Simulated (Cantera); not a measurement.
**Reactions in the system Cl-F-Mg**

Standard-state values (1 bar) from the NASA 1993 polynomials, evaluated with Cantera. Values are per mole of reaction as written; species without (g) are pure solids or liquids, kept so even where they would boil at 1 bar.

MgF2 + 2 Cl(g) → 2 F(g) + MgCl2(g)

```tsv
T (K)	ΔH° (kJ)	ΔS° (J/K)	ΔG° (kJ)	log10 K
1023	636.5	189.7	442.5	-22.59
1123	634.4	187.7	423.7	-19.71
1223	632.3	185.8	405.0	-17.30
1323	630.1	184.1	386.5	-15.26
1423	627.9	182.5	368.2	-13.51
1523	625.6	181.0	350.0	-12.00
```
